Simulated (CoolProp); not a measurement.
Vapour-liquid equilibrium of cyclohexane (1) + toluene (2) at 17.6 kPa; x and y are mole fractions of (1).

The numbers come from the multi-fluid Helmholtz-energy mixture model, Zhou 2014 and Lemmon 2006; pair parameters Bell 2016 in CoolProp.

| x | bubble temperature, mixture model (K) | bubble temperature, Raoult's law (K) | y, mixture model | y, Raoult's law |
|---|---|---|---|---|
| 0.05 | 328.6 | 329.6 | 0.166 | 0.130 |
| 0.2 | 321.2 | 323.9 | 0.477 | 0.424 |
| 0.35 | 316.3 | 319.1 | 0.648 | 0.619 |
| 0.5 | 312.7 | 315.1 | 0.758 | 0.755 |
| 0.65 | 310.0 | 311.6 | 0.841 | 0.854 |
| 0.8 | 307.7 | 308.5 | 0.910 | 0.928 |
| 0.95 | 305.7 | 305.8 | 0.977 | 0.984 |

The largest gap from Raoult's law is -2.8 K in bubble temperature, at x = 0.35. No azeotrope shows between x = 0.05 and 0.95.

The pair parameters rest on a limited set of measurements; away from them the model extrapolates.
